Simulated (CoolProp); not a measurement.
2000 sccm (0 °C, 1 atm) of nitrogen bubbles through liquid p-xylene at 307.4 K and leaves saturated at a total pressure of 0.0372 MPa (ideal gas phase). Each further row changes one setting.

Computed with CoolProp (reference Helmholtz-energy equation of state, Zhou 2012).

```
case                       vapour pressure (kPa)  mole fraction of vapour  delivery (mg/min)  delivery (sccm)  change of delivery for a bath 1 K warmer (%)
-------------------------  ---------------------  -----------------------  -----------------  ---------------  --------------------------------------------
as stated                                   1.97                        …                  …                …                                             …
bath temperature 312.4 K                    2.56                   0.0687                  …              148                                             …
total pressure 0.0744 MPa                   1.97                   0.0264                  …             54.3                                             …
```

Task: Some entries are withheld; supply them.

Result: 
- as stated, mole fraction of vapour: 0.0529
- as stated, delivery (mg/min): 529
- as stated, delivery (sccm): 112
- as stated, change of delivery for a bath 1 K warmer (%): 5.8
- bath temperature 312.4 K, delivery (mg/min): 699
- bath temperature 312.4 K, change of delivery for a bath 1 K warmer (%): 5.7
- total pressure 0.0744 MPa, delivery (mg/min): 257
- total pressure 0.0744 MPa, change of delivery for a bath 1 K warmer (%): 5.6
